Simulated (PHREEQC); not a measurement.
# Ultrapure water in contact with air or piping: speciation

Model water analysis in mg/kgw, 65 °C, pH 6.74, pe 11.7:

```tsv
constituent	mg/kgw
Na	0.0232
K	0.000135
Ca	0.041
Mg	0.00235
Cl	0.0901
S(6) as SO4	0.0067
Alkalinity as HCO3	0.0345
N(5) as NO3	0.00276
Ni	0.00277
Sr	0.00142
O(0) (dissolved oxygen)	0.000343
```

Valence states are taken as typed.

Equilibrium calculation in PHREEQC: ion-association model, wateq4f.dat.

| Quantity | Value |
|---|---|
| ionic strength | 4.77e-6 mol/kgw |
| charge-balance error | 1.2 % |

```json
[
 {"species": "Cl-", "molality": "2.54e-6", "activity": "2.53e-6", "log γ": "-0.001"},
 {"species": "Ca+2", "molality": "1.02e-6", "activity": "1.01e-6", "log γ": "-0.005"},
 {"species": "Na+", "molality": "1.01e-6", "activity": "1.01e-6", "log γ": "-0.001"},
 {"species": "OH-", "molality": "6.63e-7", "activity": "6.61e-7", "log γ": "-0.001"},
 {"species": "H+", "molality": "1.82e-7", "activity": "1.82e-7", "log γ": "-0.001"},
 {"species": "Mg+2", "molality": "9.66e-8", "activity": "9.56e-8", "log γ": "-0.005"},
 {"species": "HCO3-", "molality": "8.41e-8", "activity": "8.38e-8", "log γ": "-0.001"},
 {"species": "SO4-2", "molality": "6.97e-8", "activity": "6.90e-8", "log γ": "-0.005"},
 {"species": "Ni+2", "molality": "4.67e-8", "activity": "4.62e-8", "log γ": "-0.005"},
 {"species": "NO3-", "molality": "4.45e-8", "activity": "4.44e-8", "log γ": "-0.001"}
]
```

Precipitation was switched off in this run. Constants without temperature data keep their 25 °C values here.
